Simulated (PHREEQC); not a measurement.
**Acid rinse or clean: an equilibrium model**

Consider water at 25 °C and 100 atm with 0.098 mol HBr and 0.0014 mol CuCl2 per kg of water. It is in equilibrium with CO2 at log p = -2 (atm). Otherwise closed; pH follows from the charge balance.

The numbers come from PHREEQC with the ion-association model, phreeqc.dat.

This is a speciation only: nothing precipitates in the calculation.

Question: What pH, density does the model give?

Answer: pH 1.09; density 1.007 g/cm³.

Under pressure, the constants of complexes without a molar volume in the database are unreliable.
